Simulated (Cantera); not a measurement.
A closed system holds: 1 mol Cr, 0.16 mol N2, 2.6 mol H2, at 2298 K and 10.0 mbar.

Method: chemical equilibrium by Gibbs-energy minimisation in Cantera with the NASA 1993 tables (ideal gas, pure condensed phases). Candidate condensed phases: Cr, CrN, Cr2N; 11 gas species. Kinetics and transport are ignored.

What is the equilibrium state?


| Item | Value |
|---|---|
| x(H2) | 0.627 |
| x(Cr) | 0.256 |
| x(H) | 0.0759 |
| x(N2) | 0.0409 |
| gas amount | 3.908 mol |
| log10 activity of Cr(l) (absent) | -0.87 |
